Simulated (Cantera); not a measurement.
Standard-state values (1 bar) from the NASA 1993 polynomials, evaluated with Cantera. Values are per mole of reaction as written; species without (g) are pure solids or liquids, kept so even where they would boil at 1 bar.

Task: Between 300 and 2923 K, where is each reaction favourable under standard conditions?
- O(g) + B2O2(g) → B2O3(g)

Result: 
- O(g) + B2O2(g) → B2O3(g): ΔG° is -593 kJ at 300 K and -256 kJ at 2923 K; it stays negative (K > 1). ΔH° is -636 kJ and ΔS° -130 J/K at 2923 K.
